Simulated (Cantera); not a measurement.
An isothermal, constant-pressure homogeneous reactor starts with C2H6 : H2 = 1 : 27 (molar parts), at 1625 K and 0.0133 bar. Integrator tolerance rtol = 1e-08.

Detailed kinetics in Cantera: GRI-Mech 3.0 (53 species, 325 reactions). GRI-Mech 3.0 stops at C3 and has no aromatics, soot or wall deposition, so with more carbon than oxygen in the feed, carbon stays in small species such as C2H2 where larger ones or solid carbon would form. Radical loss at walls, strong at low pressure, is not modelled.

Question: What does this change do: temperature 1625 to 1250 K?

Answer: 
```csv
quantity,before,after
x(C2H6) at 200 s,1.89e-9 (gas-phase equilibrium 1.75e-9),1.41e-6 (gas-phase equilibrium 1.27e-6)
x(H2) at 200 s,0.966 (gas-phase equilibrium 0.966),0.953 (gas-phase equilibrium 0.948)
x(C2H4) at 200 s,3.78e-5 (gas-phase equilibrium 3.78e-5),0.00145 (gas-phase equilibrium 0.00117)
x(CH2) at 200 s,4.59e-9 (gas-phase equilibrium 4.28e-9),7.05e-12 (gas-phase equilibrium 6.87e-12)
x(CH3) at 200 s,7.66e-6 (gas-phase equilibrium 7.14e-6),2.48e-6 (gas-phase equilibrium 2.85e-6)
x(C2H) at 200 s,7.92e-8 (gas-phase equilibrium 7.93e-8),3.00e-11 (gas-phase equilibrium 2.05e-11)
x(C2H2) at 200 s,0.0330 (gas-phase equilibrium 0.0330),0.0202 (gas-phase equilibrium 0.0163)
```

Question: What does this change do: pressure from 0.0133 bar to 0.000160 bar?

Answer: 
| quantity | before | after |
|---|---|---|
| x(C2H6) at 200 s | 1.89e-9 (gas-phase equilibrium 1.75e-9) | 4.83e-8 (gas-phase equilibrium <1e-12) |
| x(H2) at 200 s | 0.966 (gas-phase equilibrium 0.966) | 0.962 (gas-phase equilibrium 0.961) |
| x(C2H4) at 200 s | 3.78e-5 (gas-phase equilibrium 3.78e-5) | 4.66e-6 (gas-phase equilibrium 4.55e-7) |
| x(CH2) at 200 s | 4.59e-9 (gas-phase equilibrium 4.28e-9) | 3.26e-7 (gas-phase equilibrium 4.29e-9) |
| x(CH3) at 200 s | 7.66e-6 (gas-phase equilibrium 7.14e-6) | 0.000189 (gas-phase equilibrium 7.81e-7) |
| x(C2H) at 200 s | 7.92e-8 (gas-phase equilibrium 7.93e-8) | 2.29e-7 (gas-phase equilibrium 7.30e-7) |
| x(C2H2) at 200 s | 0.0330 (gas-phase equilibrium 0.0330) | 0.0310 (gas-phase equilibrium 0.0332) |
